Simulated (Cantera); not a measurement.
Input (Python, Cantera) and output of one run.

```python
import numpy as np
import cantera as ct

gas_names = """
    CL CL2 H HCL H2 Si SiCL SiCL2 SiCL3 SiCL4 SiH SiHCL3 SiH2 SiH2CL2 SiH3 SiH3CL SiH4 Si2 Si3
""".split()
cond_names = """
    Si(cr) Si(L)
""".split()


# ... load() reads the species with a 1 bar reference pressure and builds the phases ...
atoms = {
    'Si3H8': {'Si': 3, 'H': 8},
    'HCl': {'H': 1, 'CL': 1},
    'H2': {'H': 2},
}
top_T = {}  # K; cautious upper limits of use, not melting points


# ... equilibrate(T, P, feed) seeds the gas with the atoms and calls Mixture.equilibrate('TP', solver="vcs", rtol=1e-11, max_steps=5000) ...
results = []
T = 900  # K
P = 870  # Pa
for m in [0.24, 0.32, 0.42, 0.54, 0.7, 0.92, 1.2, 1.6, 2, 2.6, 3.4, 4.5]:
    feed = {'Si3H8': 1, 'HCl': m, 'H2': 8.8}  # mol
    mix = equilibrate(T, P, feed)
    results.append((T, P, feed, dict(zip(mix.species_names, mix.species_moles))))
    x = sorted(zip(gas.X, gas.species_names), reverse=True)
    print(f"T = {T:g} K  P = {P:g} Pa  n(HCl) = {m:g} mol  gas = {mix.phase_moles(0):.4g} mol")
    print("   x: " + "  ".join(f"{s} {v:.3e}" for v, s in x if v > 1e-06))
    print("   condensed (mol): " + ("  ".join(f"{mix.phase(i).name} {mix.phase_moles(i):.4g}"
          for i in range(1, mix.n_phases) if mix.phase_moles(i) > 1e-12) or "none"))
```

It prints:

```
T = 900 K  P = 870 Pa  n(HCl) = 0.24 mol  gas = 13 mol
   x: H2 9.906e-01  HCL 5.937e-03  SiCL4 2.249e-03  SiHCL3 1.066e-03  SiCL2 4.834e-05  SiH2CL2 4.792e-05  SiCL3 4.776e-05
   condensed (mol): Si(cr) 2.955
T = 900 K  P = 870 Pa  n(HCl) = 0.32 mol  gas = 13.06 mol
   x: H2 9.885e-01  HCL 6.536e-03  SiCL4 3.318e-03  SiHCL3 1.425e-03  SiCL3 6.393e-05  SiCL2 5.871e-05  SiH2CL2 5.807e-05
   condensed (mol): Si(cr) 2.936
T = 900 K  P = 870 Pa  n(HCl) = 0.42 mol  gas = 13.13 mol
   x: H2 9.861e-01  HCL 7.121e-03  SiCL4 4.698e-03  SiHCL3 1.848e-03  SiCL3 8.298e-05  SiCL2 6.986e-05  SiH2CL2 6.894e-05
   condensed (mol): Si(cr) 2.911
T = 900 K  P = 870 Pa  n(HCl) = 0.54 mol  gas = 13.22 mol
   x: H2 9.833e-01  HCL 7.679e-03  SiCL4 6.388e-03  SiHCL3 2.323e-03  SiCL3 1.045e-04  SiCL2 8.147e-05  SiH2CL2 8.016e-05
   condensed (mol): Si(cr) 2.881
T = 900 K  P = 870 Pa  n(HCl) = 0.7 mol  gas = 13.34 mol
   x: H2 9.798e-01  SiCL4 8.667e-03  HCL 8.273e-03  SiHCL3 2.916e-03  SiCL3 1.314e-04  SiCL2 9.490e-05  SiH2CL2 9.304e-05
   condensed (mol): Si(cr) 2.841
T = 900 K  P = 870 Pa  n(HCl) = 0.92 mol  gas = 13.51 mol
   x: H2 9.752e-01  SiCL4 1.181e-02  HCL 8.917e-03  SiHCL3 3.669e-03  SiCL3 1.657e-04  SiCL2 1.108e-04  SiH2CL2 1.081e-04
   condensed (mol): Si(cr) 2.786
T = 900 K  P = 870 Pa  n(HCl) = 1.2 mol  gas = 13.72 mol
   x: H2 9.696e-01  SiCL4 1.579e-02  HCL 9.561e-03  SiHCL3 4.548e-03  SiCL3 2.060e-04  SiCL2 1.281e-04  SiH2CL2 1.243e-04
   condensed (mol): Si(cr) 2.715
T = 900 K  P = 870 Pa  n(HCl) = 1.6 mol  gas = 14.02 mol
   x: H2 9.621e-01  SiCL4 2.137e-02  HCL 1.027e-02  SiHCL3 5.684e-03  SiCL3 2.584e-04  SiCL2 1.490e-04  SiH2CL2 1.434e-04
   condensed (mol): Si(cr) 2.613
T = 900 K  P = 870 Pa  n(HCl) = 2 mol  gas = 14.32 mol
   x: H2 9.550e-01  SiCL4 2.679e-02  HCL 1.083e-02  SiHCL3 6.711e-03  SiCL3 3.062e-04  SiCL2 1.668e-04  SiH2CL2 1.594e-04
   condensed (mol): Si(cr) 2.511
T = 900 K  P = 870 Pa  n(HCl) = 2.6 mol  gas = 14.76 mol
   x: H2 9.451e-01  SiCL4 3.462e-02  HCL 1.149e-02  SiHCL3 8.091e-03  SiCL3 3.712e-04  SiCL2 1.897e-04  SiH2CL2 1.794e-04
   condensed (mol): Si(cr) 2.358
T = 900 K  P = 870 Pa  n(HCl) = 3.4 mol  gas = 15.36 mol
   x: H2 9.328e-01  SiCL4 4.448e-02  HCL 1.215e-02  SiHCL3 9.700e-03  SiCL3 4.479e-04  SiCL2 2.150e-04  SiH2CL2 2.007e-04  SiH3CL 1.012e-06
   condensed (mol): Si(cr) 2.154
T = 900 K  P = 870 Pa  n(HCl) = 4.5 mol  gas = 16.18 mol
   x: H2 9.176e-01  SiCL4 5.699e-02  HCL 1.282e-02  SiHCL3 1.159e-02  SiCL3 5.394e-04  SiCL2 2.433e-04  SiH2CL2 2.234e-04  SiH3CL 1.051e-06
   condensed (mol): Si(cr) 1.874
```

These are equilibrium values from Cantera (NASA tables, ideal gas, pure condensed phases), not measurements of a reactor. The feed counts by its element totals alone. The tables' values for SiCl3 are old estimates; treat these amounts as uncertain.
